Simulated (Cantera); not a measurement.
Feed: 1 mol CaO, 0.5 mol NF3, 12 mol O2, held at 7.30 mbar.

Cantera equilibrium calculation (NASA polynomials, part measured and part estimated; ideal gas, pure solids and liquids). Candidate condensed phases: Ca, CaF2, CaO; 22 gas species. Mutual solubility and eutectic melting of coexisting phases are not modelled. Kinetics and transport are ignored.

Q: What share of the Ca ends up in condensed phases as a function of T (K), at 1073, 1148, 1223, 1298, 1373, 1448, 1523, 1598, 1673, 1748, 1823, 1898, 1973?

A: 
| T (K) | Ca condensed (%) | as |
|---|---|---|
| 1073 | 100.0 | CaF2(s) + CaO(s) |
| 1148 | 100.0 | CaF2(s) + CaO(s) |
| 1223 | 100.0 | CaF2(s) + CaO(s) |
| 1298 | 100.0 | CaF2(s) + CaO(s) |
| 1373 | 100.0 | CaF2(s) + CaO(s) |
| 1448 | 99.9 | CaF2(s) + CaO(s) |
| 1523 | 99.4 | CaF2(s) + CaO(s) |
| 1598 | 97.4 | CaF2(s) + CaO(s) |
| 1673 | 90.2 | CaF2(s) + CaO(s) |
| 1748 | 69.5 | CaF2(l) + CaO(s) |
| 1823 | 25.0 | CaO(s) |
| 1898 | 25.0 | CaO(s) |
| 1973 | 25.0 | CaO(s) |
